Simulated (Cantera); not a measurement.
Feed: 1 mol B2H6, 1.8 mol O2, at 1125 °C and 1.00 bar.

Cantera equilibrium calculation (NASA polynomials, part measured and part estimated; ideal gas, pure solids and liquids). Candidate condensed phases: B, B2O3, B3O3H3, H2O; 23 gas species. The feed counts by its element totals alone. Gases not in the tables: H3BO3. The numbers say what is thermodynamically allowed, not how fast it happens.

Base state: H2 0.799, H2O 0.197, HBO2 0.00407, (HBO2)3 0.000533 (mole fractions); condensed: B2O3(l).

Problem. What changes in the equilibrium state with this change: temperature from 1125 °C to 2027 °C?

Solution. 
```csv
species,before,after
H2,0.799,0.561
HBO2,0.00407,0.215
B2O3,2.30e-6,0.122
H2O,0.197,0.0597
HBO,4.57e-6,0.0277
BO,<1e-9,0.00402
B2O2,<1e-9,0.00253
BO2,<1e-9,0.000538
OH,2.06e-8,0.000124
"B2O3(l), mol",0.991,0
```
